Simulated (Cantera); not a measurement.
Input: 1 mol Pb, 0.24 mol O₂, 8.7 mol H₂, equilibrated at 100000 Pa.

These are equilibrium values from Cantera (NASA tables, ideal gas, pure condensed phases), not measurements of a reactor. Candidate condensed phases: H₂O, Pb, PbO, PbO₂, Pb₃O₄; 12 gas species. Equilibrium is a limit: real reactors are often held back by kinetics, nucleation or transport.

Question: What share of the Pb ends up in condensed phases as a function of T (°C), at 502, 652, 802, 952, 1102, 1252, 1402, 1552, 1702?

Answer: 
```tsv
T (°C)	Pb condensed (%)	as
502	100.0	Pb(l)
652	100.0	Pb(l)
802	99.9	Pb(l)
952	99.2	Pb(l)
1102	94.2	Pb(l)
1252	72.0	Pb(l)
1402	0.0	-
1552	0.0	-
1702	0.0	-
```
